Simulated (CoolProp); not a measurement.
Values from CoolProp's reference Helmholtz-energy equation of state, Lemmon 2005. It is a short technical equation, of lower accuracy than the large ones.

Problem. For 1-butene, give the phase and the density (kg/m³), cv (kJ/(kg K)), Joule-Thomson coefficient (K/MPa), isothermal compressibility (1/MPa) at 182.1 K and 4.62 MPa; 368.8 K and 4.62 MPa; 392.1 K and 4.62 MPa.

Solution. 
- 182.1 K and 4.62 MPa: liquid; density 720, cv 1.31, Joule-Thomson coefficient -0.535, isothermal compressibility 0.000830
- 368.8 K and 4.62 MPa: liquid; density 498, cv 1.81, Joule-Thomson coefficient 0.198, isothermal compressibility 0.00946
- 392.1 K and 4.62 MPa: liquid; density 452, cv 1.90, Joule-Thomson coefficient 0.704, isothermal compressibility 0.0189
